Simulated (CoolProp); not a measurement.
Propylene along the isotherm 575 K: fugacity coefficient from the reference equation and from simpler models built on Tc = 364.2 K, pc = 4555 kPa, ω = 0.146; each cubic takes its own stable root.

Model: reference Helmholtz-energy equation of state, Lemmon 2013, in CoolProp.

```tsv
p (kPa)	phase	reference
1750	gas	0.9734
3500	gas	0.9483
5260	supercritical	0.9246
7010	supercritical	0.9025
8760	supercritical	0.8820
10500	supercritical	0.8631
12300	supercritical	0.8452
14000	supercritical	0.8299
15800	supercritical	0.8153
17500	supercritical	0.8032
19300	supercritical	0.7919
21000	supercritical	0.7828
22800	supercritical	0.7747
```

Problem. How far does each simpler model (van der Waals, Redlich-Kwong, Soave-Redlich-Kwong, Peng-Robinson) lie from the reference over these 13 states: mean and median of the absolute difference, and the worst?

Solution. 
- van der Waals: mean 6.0 %, median 6.7 %, worst -9.6 % at 575 K and 22800 kPa
- Redlich-Kwong: mean 2.4 %, median 2.7 %, worst -3.8 % at 575 K and 22800 kPa
- Soave-Redlich-Kwong: mean 3.5 %, median 3.5 %, worst +6.8 % at 575 K and 22800 kPa
- Peng-Robinson: mean 1.3 %, median 1.4 %, worst -1.5 % at 575 K and 12300 kPa
